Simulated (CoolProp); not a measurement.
Saturation properties of tetradecamethylhexasiloxane (MD4M) (Tc = 380.0 °C, pc = 8.286 bar, ω = 0.800).

The numbers come from the reference Helmholtz-energy equation of state, Thol 2019 in CoolProp.

```csv
T (°C),p (bar),liquid density (kg/m³),vapour density (kg/m³),enthalpy of vaporisation (kJ/kg),liquid cp (kJ/(kg K)),surface tension (mN/m)
62.25,0.0002292,850.5,0.003773,161.7,1.799,15.6
78.45,0.0007660,834.8,0.01203,156.3,1.835,14.6
94.75,0.002232,818.8,0.03353,150.9,1.870,13.5
110.95,0.005718,802.8,0.08236,145.7,1.905,12.5
127.25,0.01325,786.5,0.1835,140.6,1.938,11.5
143.45,0.02791,770.1,0.3728,135.5,1.971,10.5
159.75,0.05459,753.2,0.7057,130.3,2.003,9.59
175.95,0.09938,736.1,1.248,125.3,2.035,8.66
192.15,0.1707,718.5,2.093,120.1,2.067,7.76
208.45,0.2795,700.3,3.362,114.9,2.098,6.87
224.65,0.4367,681.5,5.182,109.5,2.130,6.02
240.95,0.6584,661.8,7.757,104.0,2.162,5.20
257.15,0.9579,641.2,11.29,98.21,2.195,4.41
```

It boils at 259.7 °C under 1 atm.

Surface tension comes from a separate correlation (Mulero 2014), older than this fluid's equation and unchecked against measurements.
